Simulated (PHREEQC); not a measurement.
Solution (25 °C): 0.04 mol Pb(NO3)2, 0.00028 mol MgSO4 and 0.16 mol H2SO4 per kg of water. It is in equilibrium with CO2 at log p = -3.4 (atm). Otherwise closed; pH follows from the charge balance.

Computed with PHREEQC (ion-association model, phreeqc.dat).

This is a speciation only: nothing precipitates in the calculation.

**Question.** Order these Pb species by the share of Pb that they hold, largest first: Pb+2, Pb(SO4)2-2, PbSO4, PbNO3+.

**Answer.** Pb+2 (44 %), PbSO4 (39 %), PbNO3+ (13 %), Pb(SO4)2-2 (4.2 %)

**Question.** Order these S species by the share of S that they hold, largest first: HSO4-, PbSO4, SO4-2, Pb(SO4)2-2.

**Answer.** HSO4- (74 %), SO4-2 (14 %), PbSO4 (9.7 %), Pb(SO4)2-2 (2.1 %)

The pH is 0.80 and the ionic strength 0.284 mol/kgw. The solution is supersaturated, for example in Anglesite, so a real one may precipitate; this is no full list.
